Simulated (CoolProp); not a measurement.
1000 sccm (0 °C, 1 atm) of nitrogen bubbles through liquid hexamethyldisiloxane (MM) at 305.3 K and leaves saturated at a total pressure of 0.15 MPa (ideal gas phase). Each further row changes one setting.

Values from CoolProp's reference Helmholtz-energy equation of state, Thol 2016.

```json
[
 {"case": "as stated", "vapour pressure (kPa)": "7.93", "mole fraction of vapour": "0.0529", "delivery (mg/min)": "404", "delivery (sccm)": "55.8", "change of delivery for a bath 1 K warmer (%)": "5.2"},
 {"case": "bath temperature 310.3 K", "vapour pressure (kPa)": "10.0", "mole fraction of vapour": "0.0668", "delivery (mg/min)": "519", "delivery (sccm)": "71.6", "change of delivery for a bath 1 K warmer (%)": "5.0"},
 {"case": "total pressure 0.3 MPa", "vapour pressure (kPa)": "7.93", "mole fraction of vapour": "0.0264", "delivery (mg/min)": "197", "delivery (sccm)": "27.1", "change of delivery for a bath 1 K warmer (%)": "5.0"}
]
```
